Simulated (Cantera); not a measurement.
Cantera run:

```python
import numpy as np
import cantera as ct

gas_names = """
    MgCL2 Mg CL CL2
""".split()
cond_names = """

""".split()


# ... load() reads the species with a 1 bar reference pressure and builds the phases ...
species = {s.name: s for s in load("nasa_gas.yaml", gas_names) + load("nasa_condensed.yaml", cond_names)}
# Each term lists the table entries of one substance; the one whose range holds T is used.
reactions = {
    'MgCl2(g) = Mg(g) + 2 Cl(g)':
        [(-1, ['MgCL2']), (1, ['Mg']), (2, ['CL'])],
    'MgCl2(g) = Mg(g) + Cl2(g)':
        [(-1, ['MgCL2']), (1, ['Mg']), (1, ['CL2'])],
}


def pick(names, T):
    return next(species[n] for n in names if species[n].thermo.min_temp <= T <= species[n].thermo.max_temp)


results = []
for label, terms in reactions.items():
    print(label)
    print("     T/K   dH/kJ  dS/(J/K)   dG/kJ   log10 K")
    for T in [300, 2473, 2523, 2573, 2623, 2673, 2723, 2773, 2823]:
        used = [(nu, pick(names, T)) for nu, names in terms]
        dH = sum(nu * s.thermo.h(T) for nu, s in used) / 1e6
        dS = sum(nu * s.thermo.s(T) for nu, s in used) / 1e3
        dG = dH - T * dS / 1e3
        logK = -dG * 1e6 / (ct.gas_constant * T * np.log(10))
        results.append((label, T, dH, dS, dG, logK, [s.name for _, s in used]))
        print(f"{T:8g} {dH:8.1f} {dS:8.1f} {dG:8.1f} {logK:8.2f}")
```

It prints:

```
MgCl2(g) = Mg(g) + 2 Cl(g)
     T/K   dH/kJ  dS/(J/K)   dG/kJ   log10 K
     300    782.2    202.0    721.6  -125.63
    2473    788.6    210.7    267.5    -5.65
    2523    788.6    210.7    256.9    -5.32
    2573    788.6    210.7    246.4    -5.00
    2623    788.7    210.8    235.9    -4.70
    2673    788.7    210.8    225.3    -4.40
    2723    788.8    210.8    214.8    -4.12
    2773    788.8    210.8    204.2    -3.85
    2823    788.8    210.8    193.7    -3.58
MgCl2(g) = Mg(g) + Cl2(g)
     T/K   dH/kJ  dS/(J/K)   dG/kJ   log10 K
     300    539.6     94.7    511.2   -89.00
    2473    532.6     87.9    315.3    -6.66
    2523    532.6     87.9    310.9    -6.44
    2573    532.5     87.8    306.5    -6.22
    2623    532.4     87.8    302.1    -6.02
    2673    532.3     87.8    297.7    -5.82
    2723    532.3     87.7    293.3    -5.63
    2773    532.2     87.7    289.0    -5.44
    2823    532.2     87.7    284.6    -5.27
```

Cantera with NASA thermochemical tables; ideal gases at 1 bar, condensed phases pure. Condensed species are held in their standard states even where they would react or evaporate.
